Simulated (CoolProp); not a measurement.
The fluid at 496.11 K and 0.195 MPa expands adiabatically to 0.0281 MPa with isentropic efficiency 0.9. The same conditions are run with several fluids, on thermodynamics alone (safety and materials aside).

The numbers come from the reference Helmholtz-energy equation of state of each fluid (propane: Lemmon 2009; carbon dioxide: Span 1996; n-heptane: Span 2003; carbon monoxide: Lemmon 2006; neopentane: Lemmon 2006) in CoolProp.

```tsv
fluid	work (kJ/kg)	final temperature (K)	final density (kg/m³)
propane	151	432.5	…
carbon dioxide	136	353.8	…
n-heptane	68.2	466.4	0.731
carbon monoxide	…	…	0.308
neopentane	94.7	…	…
```

Question: Complete the blanks.

Answer: 
- propane, final density (kg/m³): 0.345
- carbon dioxide, final density (kg/m³): 0.421
- carbon monoxide, work (kJ/kg): 198
- carbon monoxide, final temperature (K): 307.5
- neopentane, final temperature (K): 457.3
- neopentane, final density (kg/m³): 0.535
